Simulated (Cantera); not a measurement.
# Thermal oxidation and active oxidation of silicon: Si + H2O + H2

Charge: 1 mol Si, 0.096 mol H2O, 210 mol H2, held at 1.40 Pa.

Method: chemical equilibrium by Gibbs-energy minimisation in Cantera with the NASA 1993 tables (ideal gas, pure condensed phases). Candidate condensed phases: H2O, Si, SiO2; 18 gas species. Mutual solubility and eutectic melting of coexisting phases are not modelled. Equilibrium is a limit: real reactors are often held back by kinetics, nucleation or transport.

From 650 °C to 750 °C the condensed part is Si(s) + SiO2(β-quartz). From 800 °C to 1050 °C the condensed part is Si(s). The main Si-bearing gas is SiO throughout. The share of Si in condensed phases is highest at 650 °C (100.0 %) and lowest at 1050 °C (90.3 %).

| T (°C) | x H2 | x SiO | x H | x Si | x SiH | n Si(s) | n SiO2(β-quartz) |
|---|---|---|---|---|---|---|---|
| 650 | 1.000 | 1.14e-6 | 6.54e-8 | <1e-12 | <1e-12 | 0.952 | 0.0479 |
| 700 | 1.000 | 1.17e-5 | 2.89e-7 | 2.84e-12 | <1e-12 | 0.951 | 0.0468 |
| 750 | 1.000 | 9.51e-5 | 1.11e-6 | 4.25e-11 | 9.00e-12 | 0.942 | 0.0380 |
| 800 | 1.000 | 0.000457 | 3.74e-6 | 4.93e-10 | 6.87e-11 | 0.904 | 0 |
| 850 | 1.000 | 0.000457 | 1.14e-5 | 4.60e-9 | 4.37e-10 | 0.904 | 0 |
| 900 | 1.000 | 0.000457 | 3.15e-5 | 3.54e-8 | 2.37e-9 | 0.904 | 0 |
| 950 | 0.999 | 0.000457 | 8.03e-5 | 2.30e-7 | 1.12e-8 | 0.904 | 0 |
| 1000 | 0.999 | 0.000457 | 0.000191 | 1.29e-6 | 4.65e-8 | 0.904 | 0 |
| 1050 | 0.999 | 0.000457 | 0.000424 | 6.34e-6 | 1.74e-7 | 0.903 | 0 |
x: gas mole fraction; n: condensed amount in mol.
